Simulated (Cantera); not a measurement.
What does this Cantera script print?

```python
import numpy as np
import cantera as ct

gas = ct.Solution("gri30.yaml")


def delay(T, t_max=10):
    gas.TPX = T, 500000, {'CH4': 1, 'O2': 1.18, 'N2': 3.18}
    reactor = ct.IdealGasConstPressureReactor(gas, clone=False)
    net = ct.ReactorNet([reactor])
    net.rtol, net.atol = 1e-8, 1e-16
    while net.time < t_max:
        t_old, T_old = net.time, reactor.T
        net.step()
        if reactor.T > T + 400:  # ignition: a rise of 400 K
            return t_old + (T + 400 - T_old) / (reactor.T - T_old) * (net.time - t_old)
    return np.nan


taus = []
for T in [1273, 1323, 1373, 1423, 1473, 1523]:
    taus.append(delay(T))
    print(f"T0 = {T:6g} K   tau = {taus[-1]:.4e} s")
```

It prints:

```
T0 =   1273 K   tau = 4.0145e-03 s
T0 =   1323 K   tau = 2.2097e-03 s
T0 =   1373 K   tau = 1.2479e-03 s
T0 =   1423 K   tau = 7.2138e-04 s
T0 =   1473 K   tau = 4.2635e-04 s
T0 =   1523 K   tau = 2.5756e-04 s
```

Computed with Cantera and GRI-Mech 3.0 (53 species, 325 reactions).
